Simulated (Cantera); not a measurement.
A closed system holds: 1 mol NH₃, 0.96 mol O₂, 25 mol N₂, at 3473 K and 1 atm.

These are equilibrium values from Cantera (NASA tables, ideal gas, pure condensed phases), not measurements of a reactor. Candidate condensed phases: H₂O; 24 gas species. Equilibrium is a limit: real reactors are often held back by kinetics, nucleation or transport.

Question: What is the equilibrium state?

Answer: 
- x(N₂) = 0.867
- x(H) = 0.0599
- x(O) = 0.0303
- x(NO) = 0.0119
- x(H₂) = 0.0118
- x(OH) = 0.0102
- x(H₂O) = 0.00444
- x(O₂) = 0.00440
- x(N) = 0.000180
- gas amount = 29.22 mol
